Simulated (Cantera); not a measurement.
Feed: 1 mol Si2H6, 3 mol HCl, 72 mol N2, at 998.15 K and 3400 Pa.

These are equilibrium values from Cantera (NASA tables, ideal gas, pure condensed phases), not measurements of a reactor. Candidate condensed phases: NH4Cl, Si, Si3N4; 28 gas species. The feed counts by its element totals alone. N2 is the only nitrogen source here; it is nearly inert below about 1500 K, so the nitride shown seldom forms there in practice. Equilibrium is a limit: real reactors are often held back by kinetics, nucleation or transport.

Base state: N2 0.922, H2 0.0394, HCl 0.0385, SiCl4 0.000147 (mole fractions); condensed: Si3N4(s).

### Question
What changes in the equilibrium state with this change: N2 from 72 to 18 mol?

### Answer
```tsv
species	before	after
N2	0.922	0.737
H2	0.0394	0.136
HCl	0.0385	0.126
SiCl4	0.000147	0.00164
SiHCl3	1.04e-6	1.23e-5
Si3N4(s), mol	0.663	0.654
```

### Question
What changes in the equilibrium state with this change: Si2H6 replaced by SiCl4?

### Answer
| species | before | after |
|---|---|---|
| N2 | 0.922 | 0.947 |
| HCl | 0.0385 | 0.0395 |
| SiCl4 | 0.000147 | 0.0132 |
| H2 | 0.0394 | 3.90e-7 |
| Si3N4(s), mol | 0.663 | 0 |
